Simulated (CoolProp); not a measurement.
Tetradecamethylhexasiloxane (MD4M) along the isobar 42.7 bar: fugacity coefficient from the reference equation and from simpler models built on Tc = 653.2 K, pc = 8.286 bar, ω = 0.800; each cubic takes its own stable root.

Model: reference Helmholtz-energy equation of state, Thol 2019, in CoolProp.

```json
[
 {"T (K)": "531.4", "phase": "liquid", "reference": "0.03976"},
 {"T (K)": "537.3", "phase": "liquid", "reference": "0.04463"},
 {"T (K)": "543.2", "phase": "liquid", "reference": "0.04988"},
 {"T (K)": "549.1", "phase": "liquid", "reference": "0.05554"},
 {"T (K)": "555", "phase": "liquid", "reference": "0.06160"},
 {"T (K)": "560.9", "phase": "liquid", "reference": "0.06808"},
 {"T (K)": "566.9", "phase": "liquid", "reference": "0.07509"},
 {"T (K)": "572.8", "phase": "liquid", "reference": "0.08241"},
 {"T (K)": "578.7", "phase": "liquid", "reference": "0.09015"},
 {"T (K)": "584.6", "phase": "liquid", "reference": "0.09831"},
 {"T (K)": "590.5", "phase": "liquid", "reference": "0.1069"},
 {"T (K)": "596.4", "phase": "liquid", "reference": "0.1159"},
 {"T (K)": "602.3", "phase": "liquid", "reference": "0.1253"},
 {"T (K)": "608.2", "phase": "liquid", "reference": "0.1351"},
 {"T (K)": "614.1", "phase": "liquid", "reference": "0.1453"},
 {"T (K)": "620", "phase": "liquid", "reference": "0.1558"}
]
```

### Question
How far does each simpler model (van der Waals, Redlich-Kwong, Soave-Redlich-Kwong, Peng-Robinson) lie from the reference over these 16 states: mean and median of the absolute difference, and the worst?

### Answer
- van der Waals: mean 180.9 %, median 162.5 %, worst +348.2 % at 531.4 K and 42.7 bar
- Redlich-Kwong: mean 77.1 %, median 71.0 %, worst +142.3 % at 531.4 K and 42.7 bar
- Soave-Redlich-Kwong: mean 11.5 %, median 11.5 %, worst +13.8 % at 620 K and 42.7 bar
- Peng-Robinson: mean 1.9 %, median 1.7 %, worst +3.0 % at 620 K and 42.7 bar
